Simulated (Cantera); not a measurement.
A closed system holds: 1 mol Si3H8, 0.073 mol HCl, 21 mol H2, 2 mol NH3, held at 1.50 mbar.

These are equilibrium values from Cantera (NASA tables, ideal gas, pure condensed phases), not measurements of a reactor. Candidate condensed phases: NH4Cl, Si, Si3N4; 28 gas species. The feed counts by its element totals alone. Mutual solubility and eutectic melting of coexisting phases are not modelled. Equilibrium is a limit: real reactors are often held back by kinetics, nucleation or transport.

x: gas mole fraction; n: condensed amount in mol.

```json
[
 {"T (K)": "998", "x H2": "0.997", "x N2": "9.96e-9", "x HCl": "0.00257", "x H": "[?]", "n Si(s)": "1.50", "n Si3N4(s)": "0.500"},
 {"T (K)": "1048", "x H2": "0.997", "x N2": "8.50e-8", "x HCl": "0.00257", "x H": "[?]", "n Si(s)": "1.50", "n Si3N4(s)": "0.500"},
 {"T (K)": "1098", "x H2": "0.997", "x N2": "5.95e-7", "x HCl": "0.00257", "x H": "[?]", "n Si(s)": "1.50", "n Si3N4(s)": "0.500"},
 {"T (K)": "1148", "x H2": "0.997", "x N2": "3.51e-6", "x HCl": "0.00257", "x H": "[?]", "n Si(s)": "1.50", "n Si3N4(s)": "0.500"},
 {"T (K)": "1198", "x H2": "0.997", "x N2": "1.79e-5", "x HCl": "0.00257", "x H": "[?]", "n Si(s)": "1.50", "n Si3N4(s)": "0.500"},
 {"T (K)": "1248", "x H2": "0.997", "x N2": "7.95e-5", "x HCl": "0.00257", "x H": "[?]", "n Si(s)": "1.50", "n Si3N4(s)": "0.499"},
 {"T (K)": "1298", "x H2": "0.997", "x N2": "0.000315", "x HCl": "0.00256", "x H": "[?]", "n Si(s)": "1.51", "n Si3N4(s)": "0.496"},
 {"T (K)": "1348", "x H2": "0.996", "x N2": "0.00112", "x HCl": "0.00256", "x H": "[?]", "n Si(s)": "1.55", "n Si3N4(s)": "0.484"},
 {"T (K)": "1398", "x H2": "0.994", "x N2": "0.00365", "x HCl": "0.00255", "x H": "[?]", "n Si(s)": "1.65", "n Si3N4(s)": "0.449"},
 {"T (K)": "1448", "x H2": "0.986", "x N2": "0.0109", "x HCl": "0.00253", "x H": "[?]", "n Si(s)": "1.97", "n Si3N4(s)": "0.345"},
 {"T (K)": "1498", "x H2": "0.967", "x N2": "0.0304", "x HCl": "0.00248", "x H": "[?]", "n Si(s)": "2.82", "n Si3N4(s)": "0.0601"},
 {"T (K)": "1548", "x H2": "0.962", "x N2": "0.0344", "x HCl": "0.00247", "x H": "[?]", "n Si(s)": "3.00", "n Si3N4(s)": "0"}
]
```

Q: What belongs in the gaps?

A: 
- 998, x H: 5.55e-8
- 1048, x H: 1.99e-7
- 1098, x H: 6.38e-7
- 1148, x H: 1.85e-6
- 1198, x H: 4.90e-6
- 1248, x H: 1.20e-5
- 1298, x H: 2.76e-5
- 1348, x H: 5.96e-5
- 1398, x H: 0.000122
- 1448, x H: 0.000236
- 1498, x H: 0.000436
- 1548, x H: 0.000780
